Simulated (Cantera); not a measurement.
# Fe(CO)5 + CO + H2 (iron carbonyl, mercury and lead vapours)

A closed system holds: 1 mol Fe(CO)5, 2.2 mol CO, 76 mol H2, equilibrated at 1473.15 K.

These are equilibrium values from Cantera (NASA tables, ideal gas, pure condensed phases), not measurements of a reactor. Candidate condensed phases: C, C6H6, C7H8, C8H18, Fe, Fe(CO)5, FeO, Fe(OH)2, Fe(OH)3, Fe2O3, Fe3O4, H2O; 114 gas species. Equilibrium is a limit: real reactors are often held back by kinetics, nucleation or transport.

From 0.000100 bar to 10.0 bar the condensed part is Fe(γ).

| P (Pa) | log p H2 | log p CO | log p CH4 | log p H2O | log p H | log p Fe | log p CO2 | log p C2H4 | n Fe(γ) |
|---|---|---|---|---|---|---|---|---|---|
| 10 | -4.04 | -5.06 | -11.59 | -10.81 | -6.92 | -7.08 | -12.23 | -15.64 | 0.930 |
| 42 | -3.42 | -4.44 | -10.17 | -9.73 | -6.61 | -7.08 | -11.15 | -14.05 | 0.983 |
| 180 | -2.78 | -3.81 | -8.78 | -8.60 | -6.29 | -7.08 | -10.01 | -12.53 | 0.996 |
| 750 | -2.16 | -3.19 | -7.47 | -7.42 | -5.98 | -7.08 | -8.84 | -11.16 | 0.999 |
| 3200 | -1.53 | -2.56 | -6.19 | -6.19 | -5.66 | -7.08 | -7.60 | -9.85 | 1.000 |
| 13000 | -0.93 | -1.95 | -4.96 | -4.97 | -5.36 | -7.08 | -6.39 | -8.62 | 1.000 |
| 56000 | -0.29 | -1.32 | -3.69 | -3.71 | -5.04 | -7.08 | -5.13 | -7.35 | 1.000 |
| 240000 | 0.34 | -0.69 | -2.43 | -2.45 | -4.73 | -7.08 | -3.87 | -6.09 | 1.000 |
| 1000000 | 0.96 | -0.09 | -1.21 | -1.22 | -4.42 | -7.08 | -2.66 | -4.88 | 1.000 |
log p: log10 of the partial pressure in bar; n: condensed amount in mol.
